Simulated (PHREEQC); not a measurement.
Make-up at 25 °C: 0.0073 mol ZnSO4, 0.00022 mol H3BO3 and 2.4e-05 mol HCl per kg of water. Closed to the air; pH follows from the charge balance.

Equilibrium calculation in PHREEQC: ion-association model, wateq4f.dat.

The ionic strength comes out as 0.0206 mol/kgw. What activity coefficients do H+, Zn(SO4)2-2, Zn+2, SO4-2, HSO4- get?

H+ 0.89, Zn(SO4)2-2 0.57, Zn+2 0.59, SO4-2 0.58, HSO4- 0.87.

This is a speciation only: nothing precipitates in the calculation. Complexes and solids missing from the database can't appear.
